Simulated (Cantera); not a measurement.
Input: 1 mol Fe3O4, 3 mol CH4, 2.4 mol H2, equilibrated at 13.3 mbar.

Cantera equilibrium calculation (NASA polynomials, part measured and part estimated; ideal gas, pure solids and liquids). Candidate condensed phases: C, C6H6, C7H8, C8H18, Fe, Fe(CO)5, FeO, Fe(OH)2, Fe(OH)3, Fe2O3, Fe3O4, H2O; 114 gas species. Rates play no part.

Q: Which condensed phases are stable at each of these points (T (K)): 1548, 1648, 1748, 1848, 1948, 2048, 2148, 2248, 2348?

A: 
```json
[
 {"T (K)": "1548", "condensed phases": "Fe(γ)", "Fe condensed (%)": "100.0"},
 {"T (K)": "1648", "condensed phases": "Fe(γ)", "Fe condensed (%)": "99.9"},
 {"T (K)": "1748", "condensed phases": "Fe(δ)", "Fe condensed (%)": "99.6"},
 {"T (K)": "1848", "condensed phases": "Fe(l)", "Fe condensed (%)": "98.4"},
 {"T (K)": "1948", "condensed phases": "Fe(l)", "Fe condensed (%)": "94.2"},
 {"T (K)": "2048", "condensed phases": "Fe(l)", "Fe condensed (%)": "81.4"},
 {"T (K)": "2148", "condensed phases": "Fe(l)", "Fe condensed (%)": "43.3"},
 {"T (K)": "2248", "condensed phases": "gas only", "Fe condensed (%)": "0.0"},
 {"T (K)": "2348", "condensed phases": "gas only", "Fe condensed (%)": "0.0"}
]
```

From 1548 K to 1648 K the condensed part is Fe(γ). At 1748 K the condensed part is Fe(δ). From 1848 K to 2148 K the condensed part is Fe(l). From 2248 K to 2348 K nothing is condensed.
